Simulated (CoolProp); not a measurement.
CH2F2 (R32) at 298.15 K and 2.57 MPa flows at 0.15 m/s in a round tube of 4.6 mm bore and 1.5 µm roughness, fully developed (64/Re and Nu = 3.66 if laminar; Colebrook and Gnielinski if turbulent). Each further row changes one setting.

Values from CoolProp's reference Helmholtz-energy equation of state, Tillner-Roth 1997.

```
case              Reynolds number  Darcy friction factor  pressure drop (Pa/m)  heat-transfer coefficient (W/(m² K))  mass flow (kg/h)
----------------  ---------------  ---------------------  --------------------  ------------------------------------  ----------------
as stated                    5870                 0.0361                  85.4                                   787              8.67
velocity 0.3 m/s            11700                 0.0302                   285                                  1480              17.3
diameter 9.2 mm             11700                 0.0299                  35.3                                   734              34.7
```

Viscosity comes from a separate model (Bell 2016), an estimate that may be off by 10 % or more. Thermal conductivity comes from a separate model (Huber 2003), an estimate that may be off by 10 % or more.
